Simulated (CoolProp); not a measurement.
Vapour-liquid equilibrium of ethanol (1) + n-hexane (2) at 3.8 bar; x and y are mole fractions of (1).

The numbers come from the multi-fluid Helmholtz-energy mixture model, Schroeder 2014 and Thol 2019; pair parameters Bell 2016 in CoolProp.

```
x     bubble temperature, mixture model (°C)  bubble temperature, Raoult's law (°C)  y, mixture model  y, Raoult's law
----  --------------------------------------  -------------------------------------  ----------------  ---------------
0.05                                   110.7                                  117.7             0.177            0.052
0.2                                    103.1                                  117.4             0.372            0.208
0.35                                   101.8                                  117.1             0.427            0.360
0.5                               (withheld)                                  116.9        (withheld)            0.511
0.65                              (withheld)                                  116.6             0.496            0.659
0.8                                    105.3                                  116.4             0.601            0.806
0.95                                   112.6                                  116.2             0.859            0.952
```

Q: What belongs in the gaps?

A: 
- 0.5, bubble temperature, mixture model (°C): 101.7
- 0.5, y, mixture model: 0.454
- 0.65, bubble temperature, mixture model (°C): 102.4

The largest gap from Raoult's law is -15.3 K in bubble temperature, at x = 0.35. y crosses x between x = 0.35 and 0.5: the model has an azeotrope there.

The pair parameters rest on a limited set of measurements; away from them the model extrapolates.
